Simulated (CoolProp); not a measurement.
The fluid at 298.15 K and 1.5 MPa is throttled through a valve to 0.673 MPa with no heat exchange. The same conditions are run with several fluids, on thermodynamics alone (safety and materials aside).

Values from CoolProp's reference Helmholtz-energy equation of state of each fluid (chloromethane (R40): Thol 2014; isobutene: Lemmon 2005; R142b: Lemmon 2006; octamethylcyclotetrasiloxane (D4): Thol 2015; the fluoroketone C6F12O (FK-5-1-12): McLinden 2015).

| fluid | temperature change (K) | final density (kg/m³) |
|---|---|---|
| chloromethane (R40) | +0.2 | ? |
| isobutene | +0.2 | ? |
| R142b | +0.2 | ? |
| octamethylcyclotetrasiloxane (D4) | ? | ? |
| the fluoroketone C6F12O (FK-5-1-12) | +0.2 | ? |

Problem. Some entries are withheld; supply them.

Solution. 
- chloromethane (R40), final density (kg/m³): 912
- isobutene, final density (kg/m³): 589
- R142b, final density (kg/m³): 1110
- octamethylcyclotetrasiloxane (D4), temperature change (K): +0.3
- octamethylcyclotetrasiloxane (D4), final density (kg/m³): 951
- the fluoroketone C6F12O (FK-5-1-12), final density (kg/m³): 1600
